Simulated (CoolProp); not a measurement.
Saturation properties of oxygen.

Values from CoolProp's reference Helmholtz-energy equation of state, Schmidt 1985.

```json
[
 {"T (K)": "117.5", "p (kPa)": "881.7", "vapour density (kg/m³)": "33.96", "enthalpy of vaporisation (kJ/kg)": "178.0", "vapour viscosity (µPa s)": "(withheld)"},
 {"T (K)": "119.7", "p (kPa)": "1005", "vapour density (kg/m³)": "38.63", "enthalpy of vaporisation (kJ/kg)": "174.2", "vapour viscosity (µPa s)": "9.40"},
 {"T (K)": "121.8", "p (kPa)": "1133", "vapour density (kg/m³)": "43.57", "enthalpy of vaporisation (kJ/kg)": "170.3", "vapour viscosity (µPa s)": "9.60"},
 {"T (K)": "124", "p (kPa)": "1280", "vapour density (kg/m³)": "49.30", "enthalpy of vaporisation (kJ/kg)": "166.1", "vapour viscosity (µPa s)": "9.81"},
 {"T (K)": "126.1", "p (kPa)": "1432", "vapour density (kg/m³)": "55.36", "enthalpy of vaporisation (kJ/kg)": "161.8", "vapour viscosity (µPa s)": "10.0"},
 {"T (K)": "128.3", "p (kPa)": "1605", "vapour density (kg/m³)": "62.39", "enthalpy of vaporisation (kJ/kg)": "157.0", "vapour viscosity (µPa s)": "10.3"},
 {"T (K)": "130.4", "p (kPa)": "1784", "vapour density (kg/m³)": "69.85", "enthalpy of vaporisation (kJ/kg)": "152.2", "vapour viscosity (µPa s)": "10.5"},
 {"T (K)": "132.6", "p (kPa)": "(withheld)", "vapour density (kg/m³)": "78.55", "enthalpy of vaporisation (kJ/kg)": "146.8", "vapour viscosity (µPa s)": "10.8"},
 {"T (K)": "134.7", "p (kPa)": "(withheld)", "vapour density (kg/m³)": "87.84", "enthalpy of vaporisation (kJ/kg)": "141.2", "vapour viscosity (µPa s)": "11.0"},
 {"T (K)": "136.9", "p (kPa)": "2428", "vapour density (kg/m³)": "98.77", "enthalpy of vaporisation (kJ/kg)": "(withheld)", "vapour viscosity (µPa s)": "11.3"},
 {"T (K)": "139", "p (kPa)": "2668", "vapour density (kg/m³)": "110.6", "enthalpy of vaporisation (kJ/kg)": "128.5", "vapour viscosity (µPa s)": "11.7"},
 {"T (K)": "141.2", "p (kPa)": "2937", "vapour density (kg/m³)": "124.7", "enthalpy of vaporisation (kJ/kg)": "121.0", "vapour viscosity (µPa s)": "12.0"},
 {"T (K)": "143.3", "p (kPa)": "3212", "vapour density (kg/m³)": "140.3", "enthalpy of vaporisation (kJ/kg)": "113.1", "vapour viscosity (µPa s)": "12.5"},
 {"T (K)": "145.5", "p (kPa)": "3520", "vapour density (kg/m³)": "159.6", "enthalpy of vaporisation (kJ/kg)": "103.8", "vapour viscosity (µPa s)": "13.0"},
 {"T (K)": "147.6", "p (kPa)": "3834", "vapour density (kg/m³)": "182.0", "enthalpy of vaporisation (kJ/kg)": "93.55", "vapour viscosity (µPa s)": "13.7"}
]
```

**Question.** Fill in the missing entries.

**Answer.** 
- 117.5, vapour viscosity (µPa s): 9.20
- 132.6, p (kPa): 1986
- 134.7, p (kPa): 2194
- 136.9, enthalpy of vaporisation (kJ/kg): 135.0

It boils at 90.2 K under 1 atm.

Viscosity comes from a separate model (Lemmon 2004).
